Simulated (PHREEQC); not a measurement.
**Buffer: an equilibrium model**

Solution (25 °C): 0.0022 mol/kgw NaHSO4, 0.00172 mol/kgw Na2SO4 and 0.0091 mol/kgw LiCl. Closed to the air; pH follows from the charge balance.

The numbers come from PHREEQC with the ion-association model, wateq4f.dat.

* **pH**: 2.79
* **ionic strength**: 0.0199 mol/kgw
* **total alkalinity**: -2.20 meq/kg

```csv
species,molality,activity,log γ
Cl-,0.00910,0.00790,-0.062
Li+,0.00902,0.00792,-0.056
Na+,0.00558,0.00487,-0.059
SO4-2,0.00342,0.00199,-0.234
H+,0.00184,0.00163,-0.051
HSO4-,0.000363,0.000317,-0.059
```

No solid was allowed to form.
